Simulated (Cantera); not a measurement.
A perfectly stirred reactor is fed with 1.67 % CH4, 98.3 % H2, 0.0629 % N2, at 0.0132 atm; it is held at 2123 K, and followed from long to short residence time.

Computed with Cantera and GRI-Mech 3.0 (53 species, 325 reactions). GRI-Mech 3.0 stops at C3 and has no aromatics, soot or wall deposition, so with more carbon than oxygen in the feed, carbon stays in small species such as C2H2 where larger ones or solid carbon would form. Radical loss at walls, strong at low pressure, is not modelled.

x: mole fraction; the columns are a selection and need not sum to one.

```json
[
 {"τ (s)": "24", "x CH4": "6.42e-5", "x H2": "0.962", "x CH3": "…", "x HCN": "8.70e-6", "x C2H": "6.75e-6"},
 {"τ (s)": "9.3", "x CH4": "0.000113", "x H2": "0.964", "x CH3": "…", "x HCN": "4.92e-6", "x C2H": "6.33e-6"},
 {"τ (s)": "3.6", "x CH4": "0.000217", "x H2": "0.966", "x CH3": "…", "x HCN": "2.57e-6", "x C2H": "5.62e-6"},
 {"τ (s)": "1.4", "x CH4": "0.000447", "x H2": "0.970", "x CH3": "…", "x HCN": "1.23e-6", "x C2H": "4.69e-6"},
 {"τ (s)": "0.54", "x CH4": "0.000948", "x H2": "0.973", "x CH3": "…", "x HCN": "5.41e-7", "x C2H": "3.72e-6"},
 {"τ (s)": "0.21", "x CH4": "0.00195", "x H2": "0.976", "x CH3": "…", "x HCN": "2.23e-7", "x C2H": "2.80e-6"},
 {"τ (s)": "0.082", "x CH4": "0.00383", "x H2": "0.977", "x CH3": "…", "x HCN": "8.22e-8", "x C2H": "1.93e-6"},
 {"τ (s)": "0.032", "x CH4": "0.00690", "x H2": "0.978", "x CH3": "…", "x HCN": "2.48e-8", "x C2H": "1.09e-6"},
 {"τ (s)": "0.012", "x CH4": "0.0111", "x H2": "0.978", "x CH3": "…", "x HCN": "4.92e-9", "x C2H": "3.72e-7"},
 {"τ (s)": "0.0048", "x CH4": "0.0145", "x H2": "0.979", "x CH3": "…", "x HCN": "5.20e-10", "x C2H": "5.03e-8"}
]
```

Complete the blanks.


- 24, x CH3: 3.77e-5
- 9.3, x CH3: 6.26e-5
- 3.6, x CH3: 0.000107
- 1.4, x CH3: 0.000188
- 0.54, x CH3: 0.000328
- 0.21, x CH3: 0.000553
- 0.082, x CH3: 0.000882
- 0.032, x CH3: 0.00127
- 0.012, x CH3: 0.00151
- 0.0048, x CH3: 0.00119
